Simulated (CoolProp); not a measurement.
CF4 (R14) at several states: fugacity coefficient from the reference equation and from simpler models built on Tc = 227.4 K, pc = 3762 kPa, ω = 0.178; each cubic takes its own stable root.

Model: reference Helmholtz-energy equation of state, Platzer 1990, in CoolProp. This equation is an older, rougher fit; its heat capacities, sound speeds and derivatives of the liquid may be far off and weren't checked against measurements.

```
T (K)  p (kPa)          phase  reference  van der Waals  Redlich-Kwong  Soave-Redlich-Kwong  Peng-Robinson
-----  -------  -------------  ---------  -------------  -------------  -------------------  -------------
260.8     80.1            gas     0.9953         0.9955         0.9952               0.9954         0.9947
305.5     2470            gas     0.9204         0.9095         0.9120               0.9255         0.9097
159.3     1710         liquid     0.1454         0.4068         0.1897               0.1466         0.1446
300.6    10500  supercritical     0.7016         0.6473         0.6741               0.7236         0.6813
418.4       48            gas     0.9997         0.9993         0.9994               0.9997         0.9995
433.1      108            gas     0.9995         0.9985         0.9989               0.9996         0.9991
```
